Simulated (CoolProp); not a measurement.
Vapour-liquid equilibrium of cis-2-butene (1) + acetone (2) at 26.2 kPa; x and y are mole fractions of (1).

The numbers come from the multi-fluid Helmholtz-energy mixture model, Lemmon 2005 and Lemmon 2006; pair parameters Bell 2016 in CoolProp.

Q: Give the bubble temperature and the first vapour's composition at x = 0.45, 0.55, 0.75. Is there an azeotrope?

A: x = 0.45: 249.9 K, y = 0.933; x = 0.55: 249.2 K, y = 0.938; x = 0.75: 248.2 K, y = 0.948. No azeotrope shows between x = 0.05 and 0.95.

The pair parameters rest on a limited set of measurements; away from them the model extrapolates. With so large a gap from Raoult's law the liquid may split in two, which this calculation doesn't test in full.
